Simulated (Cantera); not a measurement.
A Cantera script and its output.

```python
import numpy as np
import cantera as ct

gas = ct.Solution("gri30.yaml", transport_model="mixture-averaged")
show = ['H', 'CO2', 'O']

rows = []
print(f"{'T/K':>7s}{'rho':>11s}{'cp':>10s}{'mu':>11s}{'lambda':>11s}{'Pr':>7s}" + "".join(f"{'D_' + s:>11s}" for s in show))
for T in [400, 500, 600, 700, 800, 900, 1000, 1100]:
    gas.TPX = T, 280000, {'N2O': 0.23}
    Pr = gas.cp_mass * gas.viscosity / gas.thermal_conductivity
    D = [gas.mix_diff_coeffs_mole[gas.species_index(s)] for s in show]
    rows.append([gas.density, gas.cp_mass, gas.viscosity, gas.thermal_conductivity, Pr, *D])
    print(f"{T:7g}{gas.density:11.4e}{gas.cp_mass:10.1f}{gas.viscosity:11.4e}"
          f"{gas.thermal_conductivity:11.4e}{Pr:7.3f}" + "".join(f"{d:11.4e}" for d in D))
print("SI units: kg/m3, J/kg/K, Pa s, W/m/K, m2/s")
```

Output:

```
    T/K        rho        cp         mu     lambda     Pr        D_H      D_CO2        D_O
    400 3.7055e+00     970.3 1.9459e-05 2.5465e-02  0.741 6.0084e-05 6.9516e-06 1.5195e-05
    500 2.9644e+00    1042.5 2.3570e-05 3.3205e-02  0.740 8.9872e-05 1.0521e-05 2.2479e-05
    600 2.4703e+00    1101.3 2.7324e-05 4.0717e-02  0.739 1.2408e-04 1.4649e-05 3.0806e-05
    700 2.1174e+00    1150.2 3.0799e-05 4.7945e-02  0.739 1.6239e-04 1.9290e-05 4.0103e-05
    800 1.8527e+00    1191.6 3.4048e-05 5.4884e-02  0.739 2.0452e-04 2.4409e-05 5.0313e-05
    900 1.6469e+00    1226.6 3.7113e-05 6.1547e-02  0.740 2.5028e-04 2.9979e-05 6.1391e-05
   1000 1.4822e+00    1254.7 4.0022e-05 6.7953e-02  0.739 2.9950e-04 3.5976e-05 7.3301e-05
   1100 1.3474e+00    1275.5 4.2800e-05 7.4122e-02  0.736 3.5204e-04 4.2383e-05 8.6010e-05
SI units: kg/m3, J/kg/K, Pa s, W/m/K, m2/s
```

Model: GRI-Mech 3.0 (53 species, 325 reactions), integrated in Cantera. The composition is frozen, though it would react at the higher temperatures.
